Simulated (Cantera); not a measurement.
A closed system holds: 1 mol C3H6, 0.037 mol O2, 0.19 mol N2, 0.067 mol H2O, held at 252 °C and 7.50 Torr.

These are equilibrium values from Cantera (NASA tables, ideal gas, pure condensed phases), not measurements of a reactor. Rates play no part.

```csv
species,before,after
CH4,0.594,0.497
H2,0.245,0.224
H2O,0.0676,0.194
N2,0.0929,0.0782
CO2,0.000693,0.00681
CO,2.89e-5,9.05e-5
NH3,6.60e-5,5.30e-5
"C(graphite), mol",1.78,1.78
```
Gas species are given as mole fractions.

Task: Name the change that produced these shifts.
A. temperature from 252 °C to 1700 °C
B. temperature from 252 °C to 2325 °C
C. H2O from 0.067 to 0.43 mol
D. O2 from 0.037 to 0.71 mol

Result: C, H2O from 0.067 to 0.43 mol
